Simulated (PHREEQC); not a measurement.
Consider water at 50 °C with 0.0043 mol CdCl2, 0.0027 mol NaHCO3, 0.13 mol Na2SO4 and 0.0017 mol HBr per kg of water. Closed to the air; pH follows from the charge balance.

Model: ion-association model, phreeqc.dat, run in PHREEQC.

Precipitation was switched off in this run.

Task: Order these C species by the share of C that they hold, largest first: NaHCO3, HCO3-, CdHCO3+, CO2.

Result: CO2 (63 %), HCO3- (35 %), NaHCO3 (1.9 %), CdHCO3+ (0.28 %)

Task: Order these Cd species by the share of Cd that they hold, largest first: Cd(SO4)2-2, CdSO4, CdCl+, CdBr+, Cd+2.

Result: CdSO4 (39 %), Cd(SO4)2-2 (33 %), Cd+2 (22 %), CdCl+ (4.7 %), CdBr+ (1.1 %)

The pH is 5.85 and the ionic strength 0.333 mol/kgw. The solution is supersaturated, for example in Otavite, so a real one may precipitate; this is no full list. Constants without temperature data keep their 25 °C values here.
